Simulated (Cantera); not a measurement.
Feed: 1 mol SiHCl₃, 1.4 mol C₂H₂, 900 mol H₂, held at 1.00 bar.

Cantera equilibrium calculation (NASA polynomials, part measured and part estimated; ideal gas, pure solids and liquids). Candidate condensed phases: C, C₆H₆, C₇H₈, C₈H₁₈, Si, SiC; 109 gas species. Rates play no part. All values below are at 1627 °C.

Base state: H₂ 0.995, HCl 0.00332, H 0.000792, CH₄ 0.000556, C₂H₂ (acetylene) 0.000380 (mole fractions); condensed: C(graphite) + SiC(s).

Q: What changes in the equilibrium state with this change: SiHCl₃ replaced by (CH₃)₂SiCl₂?

A: 
```
species             before     after
----------------  --------  --------
H₂                   0.995     0.996
HCl                0.00332   0.00221
H                 0.000792  0.000792
CH₄               0.000556  0.000558
C₂H₂ (acetylene)  0.000380  0.000380
C(graphite), mol     0.598      2.59
SiC(s), mol          0.996     0.997
```
The feed counts by its element totals alone.
